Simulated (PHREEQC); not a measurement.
0.5 mol of Portlandite (Ca(OH)2) is brought to equilibrium with 1 kg of water holding 24 mmol/kgw NaCl, with rising amounts of NH4HCO3, at 20 °C. O2 is buffered at 0.21 atm. The system is closed to CO2. The run lets Portlandite, Calcite, Halite, Nahcolite, Natron precipitate or redissolve, and no other solid.

Base run: PHREEQC, ion-association model, wateq4f.dat. Each further column changes one thing. The table gives pH.

| NH4HCO3 added (mol) | base | temperature from 20 to 30 °C |
|---|---|---|
| 0 | 12.67 | 12.29 |
| 0.00208 | 12.67 | 12.29 |
| 0.00417 | 12.67 | 12.29 |
| 0.00833 | 12.67 | 12.29 |
| 0.0104 | 12.67 | 12.29 |
| 0.0125 | 12.67 | 12.29 |
| 0.0146 | 12.67 | 12.29 |
| 0.0167 | 12.67 | 12.29 |
| 0.0208 | 12.67 | 12.29 |
| 0.0229 | 12.67 | 12.29 |
| 0.025 | 12.67 | 12.29 |
